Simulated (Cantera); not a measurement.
**Carbothermic reduction: Ta2O5 + CO + H2**

A closed system holds: 1 mol Ta2O5, 2.1 mol CO, 0.88 mol H2, at 4700 Pa.

These are equilibrium values from Cantera (NASA tables, ideal gas, pure condensed phases), not measurements of a reactor. Candidate condensed phases: C, C6H6, C7H8, C8H18, H2O, Ta, TaC, Ta2O5; 113 gas species. Mutual solubility and eutectic melting of coexisting phases are not modelled. TaC: taken at fixed stoichiometry. Condensed phases not in the tables: Ta2C, N, O or C dissolved in the metal. Rates play no part.

```csv
T (°C),log p CO,log p H2,log p H,log p TaO2,log p H2O,log p CO2,n TaC(s),n Ta2O5(s),n Ta(s),n Ta2O5(l)
977,-1.48,-1.86,-7.24,<-13,-4.76,-4.57,0.000786,1.000,0,0
1177,-1.48,-1.86,-5.95,-12.53,-4.59,-4.58,0.000942,1.000,0,0
1377,-1.48,-1.86,-4.97,-9.69,-4.46,-4.59,0.00109,0.999,0,0
1577,-1.48,-1.86,-4.20,-7.48,-4.37,-4.60,0.00123,0.999,0,0
1777,-1.48,-1.86,-3.58,-5.71,-4.30,-4.60,0.00134,0.999,0,0
1977,-1.48,-1.88,-3.07,-4.42,-4.25,-4.59,0,0,0.00130,0.998
2177,-1.49,-1.91,-2.65,-3.55,-3.86,-4.22,0,0,0,0.989
```
log p: log10 of the partial pressure in bar; n: condensed amount in mol.

From 977 °C to 1777 °C the condensed part is TaC(s) + Ta2O5(s). At 1977 °C the condensed part is Ta(s) + Ta2O5(l). At 2177 °C the condensed part is Ta2O5(l).
